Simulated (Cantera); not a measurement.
## Reactions in the system C-S

Cantera with NASA thermochemical tables; ideal gases at 1 bar, condensed phases pure. Values are per mole of reaction as written; species without (g) are pure solids or liquids, kept so even where they would boil at 1 bar.

CS₂(g) → C + S₂(g)

```
T (K)  ΔH° (kJ)  ΔS° (J/K)  ΔG° (kJ)  log10 K
-----  --------  ---------  --------  -------
400        11.0       -5.2      13.1    -1.71
450        10.8       -5.6      13.4    -1.55
500        10.7       -6.0      13.7    -1.43
550        10.5       -6.2      14.0    -1.33
600        10.4       -6.4      14.3    -1.24
650        10.3       -6.6      14.6    -1.17
```

2 S + C → CS₂(g)

| T (K) | ΔH° (kJ) | ΔS° (J/K) | ΔG° (kJ) | log10 K |
|---|---|---|---|---|
| 400 | 111.5 | 153.6 | 50.0 | -6.53 |
| 450 | 109.6 | 149.2 | 42.4 | -4.93 |
| 500 | 107.4 | 144.6 | 35.1 | -3.67 |
| 550 | 105.3 | 140.6 | 28.0 | -2.66 |
| 600 | 103.5 | 137.4 | 21.0 | -1.83 |
| 650 | 102.0 | 135.0 | 14.2 | -1.14 |

2 S → S₂(g)

```tsv
T (K)	ΔH° (kJ)	ΔS° (J/K)	ΔG° (kJ)	log10 K
400	122.5	148.4	63.1	-8.24
450	120.4	143.6	55.8	-6.48
500	118.1	138.7	48.8	-5.09
550	115.9	134.4	41.9	-3.98
600	113.9	131.0	35.3	-3.07
650	112.3	128.4	28.8	-2.32
```
